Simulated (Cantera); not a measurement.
A Cantera script and what it prints.

```python
import numpy as np
import cantera as ct

gas_names = """
    C CN CO CO2 C2 CCN CNC C2N2 C2O C3 C3O2 C4 C4N2 C5 N NCO NO NO2 NO3 N2 N2O O O2 O3 Si SiC SiC2 SiN
    SiO SiO2 Si2 Si2C Si2N Si3
""".split()
cond_names = """
    C(gr) Si(cr) Si(L) SiC(b) SiO2(Lqz) SiO2(hqz) SiO2(L) Si2N2O(s) Si3N4(a)
""".split()


# ... load() reads the species with a 1 bar reference pressure and builds the phases ...
atoms = {
    'SiC': {'Si': 1, 'C': 1},
    'N2O': {'N': 2, 'O': 1},
    'N2': {'N': 2},
}
top_T = {'C(gr)': 4500, 'SiC(b)': 3050, 'Si2N2O(s)': 2100, 'Si3N4(a)': 2400}  # K; cautious upper limits of use, not melting points


# ... equilibrate(T, P, feed) seeds the gas with the atoms and calls Mixture.equilibrate('TP', solver="vcs", rtol=1e-11, max_steps=5000) ...
results = []
feed = {'SiC': 1, 'N2O': 0.38, 'N2': 1.2}  # mol
P = 10000  # Pa
for T in [1573, 1598, 1623, 1648, 1673, 1698, 1723, 1748, 1773, 1798, 1823, 1848, 1873]:
    mix = equilibrate(T, P, feed)
    results.append((T, P, feed, dict(zip(mix.species_names, mix.species_moles))))

top = {s: max(r[3][s] / sum(r[3][g] for g in gas_names) for r in results) for s in gas_names}
cols = sorted((s for s in top if top[s] > 0.0001), key=lambda s: -top[s])[:9]
seen = [c for c in cond_names if any(r[3].get(c, 0) > 1e-12 for r in results)]
print("log10 of partial pressures in bar; condensed amounts in mol")
print(f"{'T/K':>10s}" + "".join(f"{s[:9]:>10s}" for s in cols + seen))
for T, P, feed, n in results:
    ng = sum(n[g] for g in gas_names)
    print(f"{T:10.4g}" + "".join(f"{np.log10(max(n[s] / ng * P / 1e5, 1e-99)):10.3f}" for s in cols)
          + "".join(f"{n.get(c, 0):10.4g}" for c in seen))
```

Result:

```
log10 of partial pressures in bar; condensed amounts in mol
       T/K        N2        CO       SiO     C(gr)    SiC(b) Si2N2O(s)
      1573    -1.002    -3.457    -6.038    0.7473    0.2485    0.3758
      1598    -1.003    -3.107    -5.648    0.7314    0.2591    0.3704
      1623    -1.008    -2.766    -5.268    0.6961    0.2826    0.3586
      1648    -1.016    -2.431    -4.895    0.6157    0.3362    0.3318
      1673    -1.037    -2.095    -4.521    0.4147    0.4704    0.2646
      1698    -1.070    -1.830    -4.171         0    0.7471    0.1259
      1723    -1.070    -1.830    -3.938         0    0.7473    0.1254
      1748    -1.070    -1.831    -3.712         0    0.7478    0.1245
      1773    -1.071    -1.833    -3.493         0    0.7485     0.123
      1798    -1.071    -1.837    -3.281         0    0.7497    0.1207
      1823    -1.072    -1.842    -3.075         0    0.7515     0.117
      1848    -1.073    -1.850    -2.876         0    0.7544    0.1112
      1873    -1.075    -1.862    -2.683         0    0.7588    0.1024
```

Method: chemical equilibrium by Gibbs-energy minimisation in Cantera with the NASA 1993 tables (ideal gas, pure condensed phases). Mutual solubility and eutectic melting of coexisting phases are not modelled.
